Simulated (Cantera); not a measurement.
A perfectly stirred reactor is fed with CH₄ : O₂ : N₂ = 1 : 2.53 : 9.52 (molar parts), at 4.93 atm; it is adiabatic with a 300 K inlet, and is followed from long to short residence time, starting on the burning branch (τ in s: 0.062, 0.034, 0.018, 0.0098, 0.0053, 0.0029, 0.0016, 0.00084, 0.00045, 0.00025, 0.00013, 7.2e-05, 3.9e-05).

Computed with Cantera and GRI-Mech 3.0 (53 species, 325 reactions).

### Question
What does this change do: inlet temperature 300 to 700 K?

### Answer
```
quantity                                                                      before                                   after
------------------------------------------------  ----------------------------------  --------------------------------------
blow-out, bracketed by the residence times tried  burning at 72.0 µs, out at 39.0 µs  burning at 39.0 µs, the shortest tried
x(CH₄) at τ = 62.0 ms                                                        4.53e-6                                 1.09e-6
x(O₂) at τ = 62.0 ms                                                          0.0404                                  0.0391
x(HCN) at τ = 62.0 ms                                                        4.00e-8                                 1.10e-7
x(C₂H) at τ = 62.0 ms                                                       1.21e-12                                  <1e-12
x(OH) at τ = 62.0 ms                                                         0.00121                                 0.00356
x(CH₄) at τ = 1.60 ms                                                        7.00e-5                                 2.97e-5
x(O₂) at τ = 1.60 ms                                                          0.0416                                  0.0413
x(HCN) at τ = 1.60 ms                                                        1.46e-7                                 3.10e-7
x(C₂H) at τ = 1.60 ms                                                       1.43e-10                                8.03e-11
x(OH) at τ = 1.60 ms                                                         0.00244                                 0.00459
```

### Question
What does this change do: O2 2.53 to 3.8 parts?

### Answer
```
quantity                                                                      before                                after
------------------------------------------------  ----------------------------------  -----------------------------------
blow-out, bracketed by the residence times tried  burning at 72.0 µs, out at 39.0 µs  burning at 0.130 ms, out at 72.0 µs
x(CH₄) at τ = 62.0 ms                                                        4.53e-6                              6.51e-6
x(O₂) at τ = 62.0 ms                                                          0.0404                                0.126
x(HCN) at τ = 62.0 ms                                                        4.00e-8                              6.58e-9
x(C₂H) at τ = 62.0 ms                                                       1.21e-12                               <1e-12
x(OH) at τ = 62.0 ms                                                         0.00121                             0.000804
x(CH₄) at τ = 1.60 ms                                                        7.00e-5                              9.94e-5
x(O₂) at τ = 1.60 ms                                                          0.0416                                0.126
x(HCN) at τ = 1.60 ms                                                        1.46e-7                              1.54e-8
x(C₂H) at τ = 1.60 ms                                                       1.43e-10                             4.08e-11
x(OH) at τ = 1.60 ms                                                         0.00244                              0.00172
```
